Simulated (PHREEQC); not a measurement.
Acid mine or pickling water: an equilibrium model

A made-up water analysis in mg/L, 25 °C, pH 2.8, pe 10.2:

| constituent | mg/L |
|---|---|
| Na | 84.6 |
| K | 4.2 |
| Ca | 285 |
| Mg | 11.7 |
| Cl | 126 |
| S(6) as SO4 | 904 |
| Mn(2) | 0.704 |

Cl is adjusted to close the charge balance.
Valence states are taken as typed.

The numbers come from PHREEQC with the ion-association model, wateq4f.dat.

Precipitation was switched off in this run.

Task: Estimate the ionic strength.

Result: ionic strength 0.0286 mol/kgw.

Task: In which forms is S present?

Result: SO4-2 70 %, CaSO4 21 %, HSO4- 6.8 %, MgSO4 1.6 %, NaSO4- 0.7 % of the S.
